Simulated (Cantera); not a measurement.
Feed: 1 mol Si3N4, 0.0021 mol O2, 700 mol H2, held at 57.0 mbar.

Equilibrium computed with Cantera from the NASA thermochemical tables; the gas is ideal and each condensed phase is pure. Candidate condensed phases: H2O, Si, SiO2, Si2N2O, Si3N4; 35 gas species. Gases not in the tables: Si2H6 and higher silanes. Equilibrium is a limit: real reactors are often held back by kinetics, nucleation or transport.

At 2050 K, list the 5 most abundant gas species with their mole fractions, and the condensed phases.

H2 0.986, H 0.00944, N2 0.00283, Si 0.00136, SiH 0.000194. Condensed: Si(l).
